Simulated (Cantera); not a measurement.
**Adiabatic ignition**

An adiabatic, constant-volume homogeneous reactor starts with 14.9 % H2, 17.8 % O2, 66.9 % N2, 0.329 % H2O, at 1175 K and 1.50 bar.

Cantera simulation using GRI-Mech 3.0 (53 species, 325 reactions); the numbers are that mechanism's predictions, not measurements.

```json
[
 {"t (s)": "2.00e-6", "T (K)": "1175", "P (bar)": "1.50", "x H2": "0.149", "x O2": "0.178", "x N2O": "<1e-12", "x NO": "<1e-12", "x OH": "4.34e-10", "x O": "7.69e-10"},
 {"t (s)": "8.60e-6", "T (K)": "1175", "P (bar)": "1.50", "x H2": "0.149", "x O2": "0.178", "x N2O": "<1e-12", "x NO": "<1e-12", "x OH": "1.17e-8", "x O": "2.24e-8"},
 {"t (s)": "3.69e-5", "T (K)": "1262", "P (bar)": "1.60", "x H2": "0.123", "x O2": "0.165", "x N2O": "5.25e-9", "x NO": "5.51e-8", "x OH": "0.00202", "x O": "0.00283"},
 {"t (s)": "0.000159", "T (K)": "2423", "P (bar)": "2.87", "x H2": "0.00117", "x O2": "0.108", "x N2O": "1.12e-6", "x NO": "0.000139", "x OH": "0.00930", "x O": "0.00193"},
 {"t (s)": "0.000682", "T (K)": "2422", "P (bar)": "2.87", "x H2": "0.00115", "x O2": "0.108", "x N2O": "1.11e-6", "x NO": "0.000529", "x OH": "0.00924", "x O": "0.00190"},
 {"t (s)": "0.00293", "T (K)": "2419", "P (bar)": "2.87", "x H2": "0.00114", "x O2": "0.107", "x N2O": "1.10e-6", "x NO": "0.00210", "x OH": "0.00912", "x O": "0.00186"},
 {"t (s)": "0.0126", "T (K)": "2408", "P (bar)": "2.86", "x H2": "0.00109", "x O2": "0.105", "x N2O": "1.10e-6", "x NO": "0.00700", "x OH": "0.00877", "x O": "0.00175"},
 {"t (s)": "0.0541", "T (K)": "2396", "P (bar)": "2.84", "x H2": "0.00104", "x O2": "0.103", "x N2O": "1.12e-6", "x NO": "0.0123", "x OH": "0.00839", "x O": "0.00162"},
 {"t (s)": "0.233", "T (K)": "2395", "P (bar)": "2.84", "x H2": "0.00104", "x O2": "0.102", "x N2O": "1.13e-6", "x NO": "0.0127", "x OH": "0.00836", "x O": "0.00161"},
 {"t (s)": "1.00", "T (K)": "2395", "P (bar)": "2.84", "x H2": "0.00104", "x O2": "0.102", "x N2O": "1.13e-6", "x NO": "0.0127", "x OH": "0.00836", "x O": "0.00161"}
]
```
x: mole fraction; the columns are a selection and need not sum to one.

```json
{
 "time_of_steepest_temperature_rise": "40.0 µs",
 "temperature at 1.00 s": "2395 K",
 "equilibrium_temperature": "2395 K",
 "x(H2) at 1.00 s": "0.00104 (gas-phase equilibrium 0.00104)",
 "x(O2) at 1.00 s": "0.102 (gas-phase equilibrium 0.102)",
 "x(N2O) at 1.00 s": "1.13e-6 (gas-phase equilibrium 1.13e-6)"
}
```
